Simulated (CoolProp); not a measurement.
A simple Rankine cycle with n-perfluorohexane: condensing at 298.15 K, boiler at 0.13 MPa, turbine inlet 377.8 K, turbine efficiency 0.9, pump efficiency 0.7, no recuperator. Each further row changes one setting.

Values from CoolProp's reference Helmholtz-energy equation of state, Gao 2022.

```
case                             thermal efficiency (%)  net work (kJ/kg)  heat in (kJ/kg)  turbine exit temperature (K)  volume ratio over the turbine
-------------------------------  ----------------------  ----------------  ---------------  ----------------------------  -----------------------------
as stated                                           7.3              11.8              162                             ?                           4.42
turbine inlet 397.8 K                               6.9              12.4              181                         383.4                           4.40
condensing temperature 290.15 K                     8.6              14.6                ?                         360.3                           6.32
boiler pressure 0.091 MPa                             ?                 ?              162                         367.1                              ?
turbine efficiency 0.8                              6.5                 ?              162                         365.0                           4.44
```

Problem. What belongs in the gaps?

Solution. 
- as stated, turbine exit temperature (K): 363.6
- condensing temperature 290.15 K, heat in (kJ/kg): 170
- boiler pressure 0.091 MPa, thermal efficiency (%): 5.6
- boiler pressure 0.091 MPa, net work (kJ/kg): 9.05
- boiler pressure 0.091 MPa, volume ratio over the turbine: 3.08
- turbine efficiency 0.8, net work (kJ/kg): 10.4
